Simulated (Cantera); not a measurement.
Input: 1 mol toluene, 0.024 mol CO2, 0.31 mol N2, 0.016 mol NH3, at 0.133 bar.

Equilibrium computed with Cantera from the NASA thermochemical tables; the gas is ideal and each condensed phase is pure. Candidate condensed phases: C, C6H6, C7H8, C8H18, H2O; 169 gas species. Ions and electrons are included (thermal ionisation). Kinetics and transport are ignored. All values below are at 3500 K.

Base state: H 0.552, C3 0.168, H2 0.116, C2H 0.0312, C2H2 (acetylene) 0.0209, C2 0.0205, C 0.0204, N2 0.0175 (mole fractions); condensed: gas only.

**Question.** What changes in the equilibrium state with this change: CO2 from 0.024 to 0.86 mol?

**Answer.** 
```csv
species,before,after
H,0.552,0.494
CO,0.00527,0.161
C3,0.168,0.127
C2H2 (acetylene),0.0209,0.0139
C2H,0.0312,0.0232
HCN,0.0172,0.0133
H2,0.116,0.0934
C2,0.0205,0.0170
CN,0.0126,0.0109
N2,0.0175,0.0157
C,0.0204,0.0186
C6H2,0.000126,5.76e-5
C4H2,0.00156,0.000863
```
